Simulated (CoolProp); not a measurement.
Octamethyltrisiloxane (MDM) along the isobar 3.02 bar: Z from the reference equation and from simpler models built on Tc = 565.4 K, pc = 14.38 bar, ω = 0.528; each cubic takes its own stable root.

The numbers come from the reference Helmholtz-energy equation of state, Thol 2017 in CoolProp.

```json
[
 {"T (K)": "484.8", "phase": "gas", "reference": "0.8543", "van der Waals": "0.9015", "Soave-Redlich-Kwong": "0.8596", "Peng-Robinson": "0.8506"},
 {"T (K)": "496", "phase": "gas", "reference": "0.8687", "van der Waals": "0.9072", "Soave-Redlich-Kwong": "0.8719", "Peng-Robinson": "0.8631"},
 {"T (K)": "507.3", "phase": "gas", "reference": "0.8813", "van der Waals": "0.9125", "Soave-Redlich-Kwong": "0.8831", "Peng-Robinson": "0.8744"},
 {"T (K)": "518.6", "phase": "gas", "reference": "0.8923", "van der Waals": "0.9174", "Soave-Redlich-Kwong": "0.8930", "Peng-Robinson": "0.8845"},
 {"T (K)": "529.9", "phase": "gas", "reference": "0.9019", "van der Waals": "0.9219", "Soave-Redlich-Kwong": "0.9019", "Peng-Robinson": "0.8936"},
 {"T (K)": "541.2", "phase": "gas", "reference": "0.9104", "van der Waals": "0.9261", "Soave-Redlich-Kwong": "0.9100", "Peng-Robinson": "0.9018"},
 {"T (K)": "552.4", "phase": "gas", "reference": "0.9179", "van der Waals": "0.9299", "Soave-Redlich-Kwong": "0.9173", "Peng-Robinson": "0.9092"},
 {"T (K)": "563.7", "phase": "gas", "reference": "0.9247", "van der Waals": "0.9335", "Soave-Redlich-Kwong": "0.9239", "Peng-Robinson": "0.9160"},
 {"T (K)": "575", "phase": "gas", "reference": "0.9307", "van der Waals": "0.9369", "Soave-Redlich-Kwong": "0.9300", "Peng-Robinson": "0.9222"}
]
```
